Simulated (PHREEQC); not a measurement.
# Buffer: an equilibrium model

Make-up at 25 °C: 0.044 mol/kgw HF and 0.00011 mol/kgw Na2HPO4. Closed to the air; pH follows from the charge balance.

All values are PHREEQC results (ion-association model, wateq4f.dat), not measurements.

No solid was allowed to form.

Question: What pH, ionic strength does the model give?

Answer: pH 2.31; ionic strength 0.00547 mol/kgw.

Question: In which forms is F present?

Answer: HF 74 %, H2F2 13 %, F- 11 %, HF2- 2.7 % of the F.

Species that the database lacks are ignored. wateq4f.dat counts part of the HF as a dimer, H2F2, which phreeqc.dat doesn't know; its constant is uncertain. H3PO4, which wateq4f.dat lacks, is added to it with the constant of phreeqc.dat.
